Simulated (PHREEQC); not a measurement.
A solution holds 0.0063 mol Cu(BF4)2 per kg of water, at 25 °C. Closed to the air; pH follows from the charge balance.

All values are PHREEQC results (ion-association model, wateq4f.dat), not measurements.

No solid was allowed to form.

Question: Order these F species by the share of F that they hold, largest first: BF3OH-, BF4-, BF2(OH)2-, F-, HF.

Answer: BF4- (80 %), HF (7.7 %), BF3OH- (5.7 %), F- (4.8 %), BF2(OH)2- (1.3 %)

Question: Order these B species by the share of B that they hold, largest first: BF2(OH)2-, BF4-, BF3OH-, H3BO3.

Answer: BF4- (80 %), H3BO3 (9.9 %), BF3OH- (7.6 %), BF2(OH)2- (2.7 %)

The pH is 2.91 and the ionic strength 0.0200 mol/kgw. Real BF4- forms and hydrolyses slowly; the run takes it at equilibrium.
